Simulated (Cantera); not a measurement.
A closed system holds: 1 mol B2O3, 2.4 mol H2, 4.2 mol N2, at 750 Torr.

These are equilibrium values from Cantera (NASA tables, ideal gas, pure condensed phases), not measurements of a reactor. Candidate condensed phases: B, BN, B2O3, B3O3H3, H2O; 39 gas species. Equilibrium is a limit: real reactors are often held back by kinetics, nucleation or transport. All values below are at 2025 K.

Base state: N2 0.578, H2 0.297, B2O3 0.0542, HBO2 0.0345, HBO 0.0260, B2O2 0.00597, H2O 0.00238, BO 0.00130 (mole fractions); condensed: B2O3(l).

Q: What changes in the equilibrium state with this change: pressure from 750 Torr to 11.3 Torr?

A: 
| species | before | after |
|---|---|---|
| N2 | 0.578 | 0.547 |
| H2 | 0.297 | 0.270 |
| B2O3 | 0.0542 | 0.0813 |
| BO | 0.00130 | 0.0114 |
| HBO2 | 0.0345 | 0.0459 |
| HBO | 0.0260 | 0.0266 |
| BO2 | 1.54e-5 | 0.000175 |
| H | 0.00105 | 0.00816 |
| H2O | 0.00238 | 0.00282 |
| B2O3(l), mol | 0.338 | 0 |
